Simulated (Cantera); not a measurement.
Cantera run, input and output.

```python
import numpy as np
import cantera as ct

gas = ct.Solution("h2o2.yaml")
gas.TPX = 925, 12000, {'H2': 0.97, 'O2': 1, 'N2': 17}
reactor = ct.IdealGasConstPressureReactor(gas, energy="off", clone=False)
net = ct.ReactorNet([reactor])
net.rtol, net.atol = 1e-08, 1e-18
show = ['H2', 'O2', 'OH', 'H', 'H2O2', 'HO2']
times = np.geomspace(0.0001, 100, 12)

steps = ct.SolutionArray(gas, extra=["t"])
rows = []
print(f"{'t/s':>10s}{'T/K':>9s}{'P/Pa':>11s}" + "".join(f"{s:>11s}" for s in show))
for t in times:
    while net.time < t:
        t_next = net.step()
        steps.append(gas.state, t=t_next)
    rows.append([np.interp(t, steps.t, y) for y in (steps.T, steps.P, *steps(*show).X.T)])
    print(f"{t:10.3e}{rows[-1][0]:9.1f}{rows[-1][1]:11.4g}" + "".join(f"{x:11.3e}" for x in rows[-1][2:]))
rate = np.gradient(steps.T, steps.t)
print("integrator steps:", len(steps.t))
if steps.T.max() > steps.T[0] + 200:
    print(f"time of steepest temperature rise: {steps.t[rate.argmax()]:.4e} s")
gas.TPX = 925, 12000, {'H2': 0.97, 'O2': 1, 'N2': 17}
gas.equilibrate("TP")
print(f"equilibrium (TP): T = {gas.T:.1f} K  " + "  ".join(f"{s} {gas[s].X[0]:.3e}" for s in show))
```

It prints:

```
       t/s      T/K       P/Pa         H2         O2         OH          H       H2O2        HO2
 1.000e-04    925.0    1.2e+04  5.113e-02  5.271e-02  7.786e-14  2.534e-12  2.296e-16  2.645e-12
 3.511e-04    925.0    1.2e+04  5.113e-02  5.271e-02  4.815e-13  1.157e-11  3.011e-15  1.024e-11
 1.233e-03    925.0    1.2e+04  5.113e-02  5.271e-02  7.840e-12  1.724e-10  5.522e-14  7.278e-11
 4.329e-03    925.0    1.2e+04  5.113e-02  5.271e-02  2.253e-08  4.892e-07  9.776e-11  1.338e-07
 1.520e-02    925.0    1.2e+04  1.483e-03  2.857e-02  1.854e-04  6.779e-04  3.543e-07  3.741e-06
 5.337e-02    925.0    1.2e+04  1.694e-04  2.793e-02  1.642e-05  4.164e-06  1.789e-07  1.717e-06
 1.874e-01    925.0    1.2e+04  2.978e-05  2.787e-02  5.785e-06  2.409e-07  8.490e-08  5.598e-07
 6.579e-01    925.0    1.2e+04  2.852e-06  2.786e-02  2.301e-06  9.546e-09  2.145e-08  7.670e-08
 2.310e+00    925.0    1.2e+04  1.317e-07  2.786e-02  8.606e-07  2.502e-10  4.552e-09  5.963e-09
 8.111e+00    925.0    1.2e+04  4.299e-09  2.786e-02  3.595e-07  1.200e-11  9.927e-10  7.232e-10
 2.848e+01    925.0    1.2e+04  5.484e-10  2.786e-02  1.738e-07  1.297e-12  2.592e-10  1.657e-10
 1.000e+02    925.0    1.2e+04  1.334e-10  2.786e-02  8.954e-08  1.779e-13  7.312e-11  4.796e-11
integrator steps: 1912
equilibrium (TP): T = 925.0 K  H2 7.137e-12  O2 2.786e-02  OH 1.757e-08  H 2.021e-15  H2O2 3.030e-12  HO2 2.386e-11
```

Computed with Cantera and the H2/O2 subset of GRI-Mech 3.0, which has no nitrogen chemistry. Radical loss at walls, strong at low pressure, is not modelled. Below about 950 K walls govern HO2 and H2O2 in real vessels. The temperature is held fixed by assumption; the heat of reaction is taken as removed at once.
